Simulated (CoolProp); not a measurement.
A closed Brayton cycle with carbon dioxide: compressor inlet 309.15 K and 8.5 MPa, high pressure 24.4 MPa, turbine inlet 985 K, compressor efficiency 0.85, turbine efficiency 0.9, recuperator effectiveness 0.9 (on enthalpy, no pinch check). Each further row changes one setting.

Model: reference Helmholtz-energy equation of state, Span 1996, in CoolProp.

```json
[
 {"case": "as stated", "thermal efficiency (%)": "39.0", "net work (kJ/kg)": "139", "compressor to turbine work": "0.17", "compressor exit (K)": "347.4", "turbine exit (K)": "844.2"},
 {"case": "turbine inlet 935 K", "thermal efficiency (%)": "38.0", "net work (kJ/kg)": "130", "compressor to turbine work": "0.18", "compressor exit (K)": "347.4", "turbine exit (K)": "799.0"},
 {"case": "compressor inlet 319.15 K", "thermal efficiency (%)": "38.6", "net work (kJ/kg)": "119", "compressor to turbine work": "0.29", "compressor exit (K)": "398.9", "turbine exit (K)": "844.2"},
 {"case": "high pressure 20.7 MPa", "thermal efficiency (%)": "36.5", "net work (kJ/kg)": "120", "compressor to turbine work": "0.16", "compressor exit (K)": "340.8", "turbine exit (K)": "865.4"},
 {"case": "recuperator effectiveness 0.5", "thermal efficiency (%)": "23.4", "net work (kJ/kg)": "139", "compressor to turbine work": "0.17", "compressor exit (K)": "347.4", "turbine exit (K)": "844.2"}
]
```
